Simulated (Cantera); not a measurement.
Feed: 1 mol HF, 5.4 mol H2O, 1.1 mol N2, held at 35.0 mbar.

Method: chemical equilibrium by Gibbs-energy minimisation in Cantera with the NASA 1993 tables (ideal gas, pure condensed phases). Candidate condensed phases: H2O; 40 gas species. Equilibrium is a limit: real reactors are often held back by kinetics, nucleation or transport.

### Question
At 2223 K, list the 5 most abundant gas species with their mole fractions, and the condensed phases.

### Answer
H2O 0.650, N2 0.142, HF 0.129, H2 0.0378, OH 0.0165. Condensed: gas only.
